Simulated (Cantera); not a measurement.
Feed: 1 mol SO2, 0.45 mol H2O, held at 4.90 mbar.

These are equilibrium values from Cantera (NASA tables, ideal gas, pure condensed phases), not measurements of a reactor. Candidate condensed phases: H2O, H2SO4, S; 19 gas species. The numbers say what is thermodynamically allowed, not how fast it happens. All values below are at 2573 K.

Base state: SO2 0.355, SO 0.148, H2O 0.108, H 0.104, O 0.0845, O2 0.0829, OH 0.0562, H2 0.0450 (mole fractions); condensed: gas only.

Task: What changes in the equilibrium state with this change: H2O from 0.45 to 0.13 mol?

Result: 
```csv
species,before,after
SO2,0.355,0.478
SO,0.148,0.194
O2,0.0829,0.0874
H2O,0.108,0.0327
H,0.104,0.0565
H2,0.0450,0.0132
OH,0.0562,0.0313
S,0.0151,0.0192
O,0.0845,0.0868
S2O,1.62e-5,2.70e-5
S2,0.000319,0.000519
```
